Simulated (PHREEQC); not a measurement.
Dissolve 0.032 mol/kgw Na2S and 0.0023 mol/kgw H2SO4 at 25 °C. Closed to the air; pH follows from the charge balance.

The numbers come from PHREEQC with the ion-association model, phreeqc.dat.

| quantity | before | after |
|---|---|---|
| pH | 12.17 | 11.97 |
| ionic strength (mol/kgw) | 0.0739 | 0.0355 |
| NaSO4- (mol/kgw) | 0.000266 | 8.60e-5 |

What was changed between the two runs?
A) H2SO4 from 0.0023 to 0.00115 mol/kgw
B) Na2S from 0.032 to 0.0288 mol/kgw
C) diluted 2-fold with water
D) diluted 5-fold with water
E) Na2S replaced by Na2HPO4 at the same molality

C, diluted 2-fold with water

No solid was allowed to form. With this much S-2 the pH rests on the database's HS-/S-2 constant; if that pK is higher, the solution is more alkaline. The database's pK near 12.9 for HS-/S-2 is now thought far too low, so its S-2 is overstated.
